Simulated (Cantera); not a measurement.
Input: 1 mol Nb, 0.016 mol H2O, 280 mol H2, at 1498.15 K and 1.20 mbar.

Method: chemical equilibrium by Gibbs-energy minimisation in Cantera with the NASA 1993 tables (ideal gas, pure condensed phases). Candidate condensed phases: H2O, Nb, NbO, NbO2, Nb2O5; 12 gas species. Condensed phases not in the tables: N, O or C dissolved in the metal. Equilibrium is a limit: real reactors are often held back by kinetics, nucleation or transport.

Base state: H2 0.999, H 0.000497, H2O 5.71e-5 (mole fractions); condensed: Nb(s).

**Question.** What changes in the equilibrium state with this change: temperature from 1498.15 K to 1448 K?

**Answer.** 
```csv
species,before,after
H2,0.999,1.000
H,0.000497,0.000266
H2O,5.71e-5,3.79e-5
"Nb(s), mol",1.000,0.995
"NbO(s), mol",0,0.00538
```
Mutual solubility and eutectic melting of coexisting phases are not modelled. NbO: taken at fixed stoichiometry.

**Question.** What changes in the equilibrium state with this change: temperature from 1498.15 K to 948.15 K?

**Answer.** 
```json
[
 {"species": "H2", "before": "0.999", "after": "1.00"},
 {"species": "H2O", "before": "5.71e-5", "after": "2.58e-8"},
 {"species": "H", "before": "0.000497", "after": "1.52e-8"},
 {"species": "Nb(s), mol", "before": "1.000", "after": "0.984"},
 {"species": "NbO(s), mol", "before": "0", "after": "0.0160"}
]
```
NbO: taken at fixed stoichiometry.
